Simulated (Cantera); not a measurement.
A Cantera script and what it prints.

```python
import numpy as np
import cantera as ct

gas_names = """
    C CN CO CO2 C2 CCN CNC C2N2 C2O C3 C3O2 C4 C4N2 C5 N NCO NO NO2 NO3 N2 N2O O O2 O3 Pb PbO Pb2
""".split()
cond_names = """
    C(gr) Pb(cr) Pb(L) PbO(rd) PbO(yw) PbO(L) PbO2(s) Pb3O4(s)
""".split()


# ... load() reads the species with a 1 bar reference pressure and builds the phases ...
atoms = {
    'Pb': {'Pb': 1},
    'CO': {'C': 1, 'O': 1},
    'N2': {'N': 2},
}
top_T = {'C(gr)': 4500, 'Pb3O4(s)': 820}  # K; cautious upper limits of use, not melting points


# ... equilibrate(T, P, feed) seeds the gas with the atoms and calls Mixture.equilibrate('TP', solver="vcs", rtol=1e-11, max_steps=5000) ...
results = []
feed = {'Pb': 1, 'CO': 0.56, 'N2': 0.71}  # mol
T = 950  # K
P = 98  # Pa
mix = equilibrate(T, P, feed)
results.append((T, P, feed, dict(zip(mix.species_names, mix.species_moles))))
x = sorted(zip(gas.X, gas.species_names), reverse=True)
print(f"T = {T:g} K  P = {P:g} Pa  gas = {mix.phase_moles(0):.4g} mol")
print("   x: " + "  ".join(f"{s} {v:.3e}" for v, s in x if v > 1e-05))
print("   condensed (mol): " + ("  ".join(f"{mix.phase(i).name} {mix.phase_moles(i):.4g}"
      for i in range(1, mix.n_phases) if mix.phase_moles(i) > 1e-12) or "none"))
```

Result:

```
T = 950 K  P = 98 Pa  gas = 1.276 mol
   x: N2 5.564e-01  CO 4.382e-01  Pb 5.134e-03  CO2 3.149e-04
   condensed (mol): C(gr) 0.0004018  Pb(L) 0.9934
```

Method: chemical equilibrium by Gibbs-energy minimisation in Cantera with the NASA 1993 tables (ideal gas, pure condensed phases).
